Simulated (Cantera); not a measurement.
**Abatement and gas-phase synthesis: HI + O2 + H2**

Charge: 1 mol HI, 0.031 mol O2, 0.21 mol H2, at 2400 °C.

These are equilibrium values from Cantera (NASA tables, ideal gas, pure condensed phases), not measurements of a reactor. Candidate condensed phases: H2O, I2; 12 gas species. The ideal-gas law is rough above about 30 bar. Kinetics and transport are ignored.

| P (Pa) | log p H | log p I | log p HI | log p H2 | log p I2 | log p H2O | log p O | log p OH |
|---|---|---|---|---|---|---|---|---|
| 10 | -4.26 | -4.39 | -8.14 | -5.93 | -11.35 | -8.17 | -5.61 | -7.10 |
| 120 | -3.28 | -3.27 | -6.05 | -3.97 | -9.12 | -5.28 | -4.69 | -5.19 |
| 1400 | -2.53 | -2.14 | -4.17 | -2.48 | -6.85 | -3.48 | -4.37 | -4.13 |
| 17000 | -1.92 | -1.03 | -2.45 | -1.26 | -4.63 | -2.25 | -4.37 | -3.51 |
| 210000 | -1.36 | 0.04 | -0.82 | -0.14 | -2.49 | -1.11 | -4.35 | -2.94 |
| 2500000 | -0.84 | 1.03 | 0.69 | 0.90 | -0.52 | 0.00 | -4.28 | -2.34 |
| 30000000 | -0.33 | 1.87 | 2.05 | 1.93 | 1.18 | 1.13 | -4.17 | -1.73 |
log p: log10 of the partial pressure in bar; nothing condenses.

From 10.0 Pa to 300 bar nothing is condensed.
